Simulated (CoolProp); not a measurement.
Vapour-liquid equilibrium of acetone (1) + n-hexane (2) at 0.0327 MPa; x and y are mole fractions of (1).

The numbers come from the multi-fluid Helmholtz-energy mixture model, Lemmon 2006 and Thol 2019; pair parameters Bell 2016 in CoolProp.

Question: Give the bubble temperature and the first vapour's composition at x = 0.05, 0.25, 0.95. Is there an azeotrope?

Answer: x = 0.05: 29.8 °C, y = 0.272; x = 0.25: 21.4 °C, y = 0.553; x = 0.95: 23.7 °C, y = 0.852. y crosses x between x = 0.55 and 0.65: the model has an azeotrope there.

The pair parameters rest on a limited set of measurements; away from them the model extrapolates.
